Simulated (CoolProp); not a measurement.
Acetone at several states: Z from the reference equation and from simpler models built on Tc = 235.0 °C, pc = 4.692 MPa, ω = 0.307; each cubic takes its own stable root.

The numbers come from the reference Helmholtz-energy equation of state, Lemmon 2006 in CoolProp. It is a short technical equation, of lower accuracy than the large ones.

| T (°C) | p (MPa) | phase | reference |
|---|---|---|---|
| 267.05 | 0.251 | gas | 0.9829 |
| 180.75 | 16.8 | liquid | 0.4133 |
| 127.95 | 1.59 | liquid | 0.04216 |

**Question.** How far does each simpler model (van der Waals, Redlich-Kwong, Soave-Redlich-Kwong, Peng-Robinson) lie from the reference over these 3 states: mean and median of the absolute difference, and the worst?

**Answer.** 
- van der Waals: mean 607.4 %, median 72.4 %, worst +1749.4 % at 127.95 °C and 1.59 MPa
- Redlich-Kwong: mean 22.3 %, median 29.9 %, worst +36.8 % at 127.95 °C and 1.59 MPa
- Soave-Redlich-Kwong: mean 18.8 %, median 26.9 %, worst +29.2 % at 127.95 °C and 1.59 MPa
- Peng-Robinson: mean 9.0 %, median 13.1 %, worst +13.9 % at 127.95 °C and 1.59 MPa

At some of these states van der Waals gives the other phase, because its saturation line lies elsewhere.
